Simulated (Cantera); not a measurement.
An isothermal plug-flow reactor at 1298 K and 0.230 bar (inlet), inlet velocity 2.5 m/s, active area per volume 440 1/m; feed CH4 : O2 : N2 : H2O = 0.0022 : 0.011 : 0.79 : 0.07 (molar parts), equivalence ratio 0.40.

Computed with Cantera and Deutschmann's 1995 Pt surface mechanism with GRI-Mech 3.0 gas chemistry. Catalytic surfaces can have several steady states; this one follows from the mechanism file's or the stated starting coverage. Mass transfer to the wall is taken as infinitely fast.

One state of this run: x CH4 = 0.000123; x O2 = 0.00793; x H2O = 0.0848; x CO2 = 0.00232; x CO = 7.33e-7; θ free Pt = 0.793; θ O* = 0.206; θ OH* = 0.00112. x: gas mole fraction; θ: surface coverage.

Problem. Which value of z (m) does it belong to?
A) 0.0052
B) 0.0087
C) 0.00024
D) 0.0011

Solution. B, 0.0087
